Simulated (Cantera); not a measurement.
Charge: 1 mol Al, 0.11 mol HCl, 3.9 mol N2, held at 1773 K and 1.00 bar.

Method: chemical equilibrium by Gibbs-energy minimisation in Cantera with the NASA 1993 tables (ideal gas, pure condensed phases). Candidate condensed phases: Al, AlCl3, AlN, NH4Cl; 20 gas species. The tables' values for AlCl2 are old estimates; treat these amounts as uncertain. Kinetics and transport are ignored.

Base state: N2 0.970, H2 0.0121, HCl 0.00695, AlCl3 0.00553, AlCl 0.00309, AlCl2 0.00228, H 3.13e-5, Cl 1.38e-5 (mole fractions); condensed: AlN(s).

Question: What changes in the equilibrium state with this change: HCl from 0.11 to 2.5 mol?

Answer: 
```json
[
 {"species": "N2", "before": "0.970", "after": "0.630"},
 {"species": "H2", "before": "0.0121", "after": "0.175"},
 {"species": "AlCl3", "before": "0.00553", "after": "0.102"},
 {"species": "HCl", "before": "0.00695", "after": "0.0652"},
 {"species": "AlCl2", "before": "0.00228", "after": "0.0171"},
 {"species": "H", "before": "3.13e-5", "after": "0.000119"},
 {"species": "AlCl", "before": "0.00309", "after": "0.00944"},
 {"species": "AlN(s), mol", "before": "0.962", "after": "0.225"}
]
```
